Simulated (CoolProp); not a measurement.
Properties of R152A at several states.

The numbers come from the reference Helmholtz-energy equation of state, Outcalt 1996 in CoolProp. It is a modified Benedict-Webb-Rubin equation, recast in Helmholtz form.

```tsv
T (°C)	p (bar)	phase	density (kg/m³)	cp (kJ/(kg K))	expansivity (1/kK)	fugacity coefficient
184.45	5.34	gas	9.499	1.404	2.391	0.9763
84.55	21.5	gas	67.19	1.769	8.825	0.7740
67.45	1.06	gas	2.507	1.137	3.084	0.9863
49.35	18	liquid	836.5	1.935	3.674	0.5387
```
